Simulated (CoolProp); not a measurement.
R21 along the isobar 6870 kPa: density (kg/m³) from the reference equation and from simpler models built on Tc = 452.7 K, pc = 5289 kPa, ω = 0.206; each cubic takes its own stable root.

Computed with CoolProp (reference Helmholtz-energy equation of state, Platzer 1990). This equation is an older, rougher fit; its heat capacities, sound speeds and derivatives of the liquid may be far off and weren't checked against measurements.

```json
[
 {"T (K)": "377.7", "phase": "liquid", "reference": "1179", "van der Waals": "768.8", "Redlich-Kwong": "1056", "Peng-Robinson": "1230"},
 {"T (K)": "387.2", "phase": "liquid", "reference": "1150", "van der Waals": "751.9", "Redlich-Kwong": "1024", "Peng-Robinson": "1191"},
 {"T (K)": "396.7", "phase": "liquid", "reference": "1118", "van der Waals": "734.0", "Redlich-Kwong": "989.2", "Peng-Robinson": "1150"},
 {"T (K)": "406.3", "phase": "liquid", "reference": "1084", "van der Waals": "714.6", "Redlich-Kwong": "952.0", "Peng-Robinson": "1105"},
 {"T (K)": "415.8", "phase": "liquid", "reference": "1047", "van der Waals": "693.9", "Redlich-Kwong": "912.1", "Peng-Robinson": "1055"},
 {"T (K)": "425.3", "phase": "liquid", "reference": "1006", "van der Waals": "671.3", "Redlich-Kwong": "868.5", "Peng-Robinson": "999.3"},
 {"T (K)": "434.9", "phase": "liquid", "reference": "958.3", "van der Waals": "646.0", "Redlich-Kwong": "819.2", "Peng-Robinson": "935.3"},
 {"T (K)": "444.4", "phase": "liquid", "reference": "901.5", "van der Waals": "617.6", "Redlich-Kwong": "763.3", "Peng-Robinson": "860.7"},
 {"T (K)": "453.9", "phase": "supercritical", "reference": "826.3", "van der Waals": "584.6", "Redlich-Kwong": "696.4", "Peng-Robinson": "768.2"},
 {"T (K)": "463.5", "phase": "supercritical", "reference": "702.8", "van der Waals": "543.7", "Redlich-Kwong": "609.1", "Peng-Robinson": "640.7"},
 {"T (K)": "473", "phase": "supercritical", "reference": "495.3", "van der Waals": "490.7", "Redlich-Kwong": "489.6", "Peng-Robinson": "474.0"}
]
```
